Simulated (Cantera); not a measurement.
Input: 1 mol Si2Cl6, 3.5 mol N2, 18 mol H2, at 775 °C and 0.100 bar.

These are equilibrium values from Cantera (NASA tables, ideal gas, pure condensed phases), not measurements of a reactor. Candidate condensed phases: NH4Cl, Si, Si3N4; 28 gas species. The feed counts by its element totals alone. N2 is the only nitrogen source here; it is nearly inert below about 1500 K, so the nitride shown seldom forms there in practice. The tables' values for SiCl3 are old estimates; treat these amounts as uncertain. Kinetics and transport are ignored.

Base state: H2 0.657, HCl 0.242, N2 0.0967, SiCl4 0.00435, SiHCl3 0.000121, SiCl3 1.48e-5 (mole fractions); condensed: Si3N4(s).

Q: What changes in the equilibrium state with this change: H2 from 18 to 0.15 mol?

A: 
```
species          before     after
-------------  --------  --------
N2               0.0967     0.645
SiCl4           0.00435     0.295
HCl               0.242    0.0571
H2                0.657   0.00237
SiCl3           1.48e-5  0.000255
SiHCl3         0.000121  0.000125
Si3N4(s), mol     0.632     0.190
```

Q: What changes in the equilibrium state with this change: temperature from 775 °C to 450 °C?

A: 
```tsv
species	before	after
H2	0.657	0.676
HCl	0.242	0.208
N2	0.0967	0.103
SiCl4	0.00435	0.0131
SiCl3	1.48e-5	6.09e-9
NH3	7.11e-6	0.000125
SiHCl3	0.000121	1.27e-5
Si3N4(s), mol	0.632	0.566
```
